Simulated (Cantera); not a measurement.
A closed system holds: 1 mol SiHCl3, 0.11 mol HCl, 1200 mol H2, 0.014 mol C2H4, equilibrated at 1398.15 K and 0.00110 bar.

Equilibrium computed with Cantera from the NASA thermochemical tables; the gas is ideal and each condensed phase is pure. Candidate condensed phases: C, C6H6, C7H8, C8H18, Si, SiC; 109 gas species. Mutual solubility and eutectic melting of coexisting phases are not modelled. Rates play no part.

Base state: H2 0.997, HCl 0.00255, H 0.000143, SiCl2 1.92e-5 (mole fractions); condensed: Si(s) + SiC(s).

Task: What changes in the equilibrium state with this change: temperature from 1398.15 K to 1948.15 K?

Result: 
```csv
species,before,after
H2,0.997,0.963
H,0.000143,0.0335
HCl,0.00255,0.00247
Si,7.11e-7,0.000787
Cl,3.00e-7,6.45e-5
SiH,1.19e-7,1.97e-5
SiCl2,1.92e-5,6.02e-7
"Si(s), mol",0.947,0
"SiC(s), mol",0.0280,0
```
